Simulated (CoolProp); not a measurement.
Aqueous lithium chloride as a coolant, at 21 °C, 1 atm.

The numbers come from the Melinder's fits for secondary coolants in CoolProp.

```
mass %  freezing point (°C)  density (kg/m³)  viscosity (mPa s)  conductivity (W/(m K))  Prandtl number
------  -------------------  ---------------  -----------------  ----------------------  --------------
2.5                    -2.1             1012               1.07                   0.593            7.28
4.9                    -4.9             1026               1.16                   0.587            7.72
7.3                    -8.1             1040               1.25                   0.581            8.20
9.6                   -11.5             1053               1.36                   0.576            8.71
12                    -16.1             1067               1.49                   0.571            9.34
14.4                  -22.1             1081               1.63                   0.565            10.1
16.8                  -30.1             1096               1.80                   0.560            10.9
19.2                  -40.2             1110               2.00                   0.555            11.8
21.5                  -51.1             1125               2.21                   0.551            12.9
23.9                  -62.4             1140               2.47                   0.545            14.3
```
